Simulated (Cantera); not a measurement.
Charge: 1 mol CaF2, 20 mol H2O, 1.6 mol N2, held at 1200 °C and 750 Torr.

Method: chemical equilibrium by Gibbs-energy minimisation in Cantera with the NASA 1993 tables (ideal gas, pure condensed phases). Candidate condensed phases: Ca, CaF2, CaO, Ca(OH)2, H2O; 47 gas species. Mutual solubility and eutectic melting of coexisting phases are not modelled. Rates play no part.

Base state: H2O 0.914, N2 0.0736, HF 0.0121, H2 0.000148, O2 6.51e-5, OH 2.47e-5 (mole fractions); condensed: CaF2(s) + CaO(s).

**Question.** What changes in the equilibrium state with this change: pressure from 750 Torr to 0.00135 Torr?

**Answer.** 
```
species         before     after
------------  --------  --------
H2O              0.914     0.822
HF              0.0121    0.0877
N2              0.0736    0.0703
H2            0.000148    0.0111
CaF2           1.21e-6   7.07e-5
O              2.25e-8  0.000150
H              1.54e-7  0.000994
O2             6.51e-5   0.00522
CaF2(s), mol     0.868         0
CaO(s), mol      0.132     0.998
```
